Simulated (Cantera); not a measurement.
A closed system holds: 1 mol SiHCl₃, 0.026 mol C₃H₈, 3.5 mol H₂, at 1275 °C and 2100 Pa.

These are equilibrium values from Cantera (NASA tables, ideal gas, pure condensed phases), not measurements of a reactor. The tables' values for SiCl₃, SiCl are old estimates; treat these amounts as uncertain. The numbers say what is thermodynamically allowed, not how fast it happens.

```
species        before     after
-----------  --------  --------
H₂              0.640     0.638
HCl             0.194     0.196
SiCl₂           0.153     0.156
SiH₂Cl₂       4.78e-5   3.07e-5
SiHCl₃       0.000726  0.000475
SiCl₄         0.00179   0.00120
Cl            4.11e-5   5.25e-5
SiCl          2.05e-5   2.57e-5
H            0.000170  0.000213
SiC(s), mol    0.0780    0.0780
```
Gas species are given as mole fractions.

Problem. What was changed between the two runs?
A) temperature from 1275 °C to 827 °C
B) H₂ from 3.5 to 900 mol
C) temperature from 1275 °C to 1777 °C
D) pressure from 2100 Pa to 1330 Pa

Solution. D, pressure from 2100 Pa to 1330 Pa
